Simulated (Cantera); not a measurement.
Input: 1 mol FeS, 560 mol H₂, 13 mol N₂, held at 0.133 bar.

Method: chemical equilibrium by Gibbs-energy minimisation in Cantera with the NASA 1993 tables (ideal gas, pure condensed phases). Candidate condensed phases: Fe, FeS, FeS₂, S; 16 gas species. Rates play no part.

Problem. At 1523 K, list the 4 most abundant gas species with their mole fractions, and the condensed phases.

Solution. H₂ 0.976, N₂ 0.0227, H₂S 0.00171, H 6.25e-5. Condensed: Fe(γ).
